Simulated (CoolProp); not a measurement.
Aqueous ethanol as a coolant, 55 % by mass, freezing at -41.2 °C, 1 atm.

Values from CoolProp's Melinder's fits for secondary coolants.

```
T (°C)  viscosity (mPa s)  Prandtl number  density (kg/m³)  conductivity (W/(m K))
------  -----------------  --------------  ---------------  ----------------------
-24.4                22.9             250            938.1                   0.289
-19.1                16.4             184            933.8                   0.290
-13.8          (withheld)             138            929.5                   0.291
-8.4                 9.12             106            925.2                   0.292
-3.1                 7.05            83.3            920.9                   0.293
2.2                  5.56            66.6            916.6                   0.294
7.6            (withheld)            53.9            912.3                   0.295
12.9                 3.61            44.4            908.0              (withheld)
18.2                 2.97            37.0            903.7                   0.297
23.6                 2.47            30.9            899.3                   0.298
28.9                 2.07      (withheld)       (withheld)                   0.298
34.2                 1.75            22.2            890.6                   0.299
```

Problem. What belongs in the gaps?

Solution. 
- -13.8, viscosity (mPa s): 12.1
- 7.6, viscosity (mPa s): 4.43
- 12.9, conductivity (W/(m K)): 0.296
- 28.9, Prandtl number: 26.2
- 28.9, density (kg/m³): 895.0
